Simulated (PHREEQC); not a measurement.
0.12 g of hydrous ferric oxide (600 m²/g; 0.2 weak and 0.005 strong sites per Fe, Dzombak-Morel constants, diffuse double layer) in 1 kg of water with 0.05 mol/kgw of an inert sodium salt, at 25 °C; the pH is set by adding NaOH or the inert anion's acid. O2 is buffered at 0.21 atm. The system is closed to CO2. Nothing may precipitate in this run.

Base run: PHREEQC, ion-association model, wateq4f.dat. Each further column changes one thing. The table gives surface charge σ (C/m²).

```tsv
pH	base	background salt from 0.05 to 0.005 mol/kgw	oxide from 0.12 to 0.6 g/kgw	0.0012 mol/kgw NaF added
3	0.357	0.303	0.357	0.158
3.75	0.317	0.212	0.317	[?]
4.12	0.281	[?]	0.282	0.120
4.88	0.194	0.099	0.194	[?]
5.25	0.154	0.074	0.154	0.080
6	0.089	[?]	0.089	0.053
6.75	0.045	0.017	0.045	[?]
7.12	0.030	0.011	0.030	0.022
7.88	0.006	0.002	0.006	0.004
8.25	-0.004	-0.001	-0.004	-0.005
9	-0.026	-0.009	-0.026	-0.027
```

Task: Complete the blanks.

Result: 
- 3.75, 0.0012 mol/kgw NaF added: 0.129
- 4.12, background salt from 0.05 to 0.005 mol/kgw: 0.169
- 4.88, 0.0012 mol/kgw NaF added: 0.095
- 6, background salt from 0.05 to 0.005 mol/kgw: 0.038
- 6.75, 0.0012 mol/kgw NaF added: 0.031

The oxide is taken as insoluble; below pH 4 it would dissolve.
